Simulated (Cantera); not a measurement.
What does this Cantera script print?

```python
import numpy as np
import cantera as ct

gas = ct.Solution("h2o2.yaml")
gas.TPX = 1600, 100000, {'H2': 1, 'O2': 0.694, 'N2': 2.61}
reactor = ct.IdealGasConstPressureReactor(gas, energy="on", clone=False)
net = ct.ReactorNet([reactor])
net.rtol, net.atol = 1e-08, 1e-16
show = ['H2', 'O2', 'O', 'HO2', 'H2O2']
times = np.geomspace(3e-06, 0.4, 12)

steps = ct.SolutionArray(gas, extra=["t"])
rows = []
print(f"{'t/s':>10s}{'T/K':>9s}{'P/Pa':>11s}" + "".join(f"{s:>11s}" for s in show))
for t in times:
    while net.time < t:
        t_next = net.step()
        steps.append(gas.state, t=t_next)
    rows.append([np.interp(t, steps.t, y) for y in (steps.T, steps.P, *steps(*show).X.T)])
    print(f"{t:10.3e}{rows[-1][0]:9.1f}{rows[-1][1]:11.4g}" + "".join(f"{x:11.3e}" for x in rows[-1][2:]))
rate = np.gradient(steps.T, steps.t)
print("integrator steps:", len(steps.t))
if steps.T.max() > steps.T[0] + 200:
    print(f"time of steepest temperature rise: {steps.t[rate.argmax()]:.4e} s")
gas.TPX = 1600, 100000, {'H2': 1, 'O2': 0.694, 'N2': 2.61}
gas.equilibrate("HP")
print(f"equilibrium (HP): T = {gas.T:.1f} K  " + "  ".join(f"{s} {gas[s].X[0]:.3e}" for s in show))
```

Output:

```
       t/s      T/K       P/Pa         H2         O2          O        HO2       H2O2
 3.000e-06   1600.0      1e+05  2.323e-01  1.612e-01  4.195e-06  2.531e-06  4.917e-08
 8.771e-06   1634.1      1e+05  1.631e-01  1.299e-01  8.191e-03  4.012e-05  9.212e-07
 2.564e-05   2129.8      1e+05  3.735e-02  5.645e-02  3.047e-02  1.526e-05  4.591e-07
 7.496e-05   2537.1      1e+05  2.929e-02  5.100e-02  1.907e-02  9.141e-06  2.767e-07
 2.191e-04   2771.3      1e+05  2.059e-02  4.846e-02  1.173e-02  1.296e-05  5.339e-07
 6.407e-04   2784.7      1e+05  1.999e-02  4.833e-02  1.130e-02  1.347e-05  5.715e-07
 1.873e-03   2784.7      1e+05  1.999e-02  4.833e-02  1.130e-02  1.347e-05  5.715e-07
 5.476e-03   2784.7      1e+05  1.999e-02  4.833e-02  1.130e-02  1.347e-05  5.715e-07
 1.601e-02   2784.7      1e+05  1.999e-02  4.833e-02  1.130e-02  1.347e-05  5.715e-07
 4.680e-02   2784.7      1e+05  1.999e-02  4.833e-02  1.130e-02  1.347e-05  5.715e-07
 1.368e-01   2784.7      1e+05  1.999e-02  4.833e-02  1.130e-02  1.347e-05  5.715e-07
 4.000e-01   2784.7      1e+05  1.999e-02  4.833e-02  1.130e-02  1.347e-05  5.715e-07
integrator steps: 1108
time of steepest temperature rise: 9.9136e-06 s
equilibrium (HP): T = 2784.7 K  H2 1.999e-02  O2 4.833e-02  O 1.130e-02  HO2 1.347e-05  H2O2 5.715e-07
```

Detailed kinetics in Cantera: the H2/O2 subset of GRI-Mech 3.0, which has no nitrogen chemistry.
